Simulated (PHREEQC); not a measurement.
CaCl2 is added in steps, without added water, to 1 kg of water holding 0.098 mol H2SO4, 3.6e-05 mol ZnSO4 and 0.004 mol MnSO4, at 20 °C. No oxygen is let in. CO2 from the air is kept out. Solids allowed: Gypsum, Portlandite, Pyrochroite, Zn(OH)2-e, Zn4(OH)6SO4, Zn5(OH)8Cl2, Goslarite. Others were left out.

Base run: PHREEQC, ion-association model, wateq4f.dat. Each further column changes one thing. The table gives ZnSO4 (mol/kgw).

```csv
CaCl2 added (mol),base,Davies equation for every ion,Debye-Hückel limiting law,database phreeqc.dat,all activity coefficients set to 1
0,1.22e-5,1.20e-5,4.83e-6,1.17e-5,2.34e-5
0.0125,1.11e-5,1.11e-5,3.60e-6,1.06e-5,2.22e-5
0.025,1.00e-5,1.01e-5,2.70e-6,9.48e-6,2.03e-5
0.03125,9.37e-6,9.49e-6,2.34e-6,8.86e-6,1.92e-5
0.04375,8.13e-6,8.30e-6,1.78e-6,7.66e-6,1.68e-5
0.05625,6.96e-6,7.16e-6,1.36e-6,6.54e-6,1.43e-5
0.06875,5.90e-6,6.11e-6,1.05e-6,5.52e-6,1.17e-5
0.075,5.42e-6,5.63e-6,9.28e-7,5.06e-6,1.04e-5
0.0875,4.55e-6,4.76e-6,7.28e-7,4.23e-6,7.98e-6
0.1,3.82e-6,4.01e-6,5.76e-7,3.54e-6,5.93e-6
```

 phreeqc.dat and wateq4f.dat share most of their constants, so their agreement is no independent check. Solids allowed in the column 'database phreeqc.dat': Gypsum, Pyrochroite, Zn(OH)2(e).
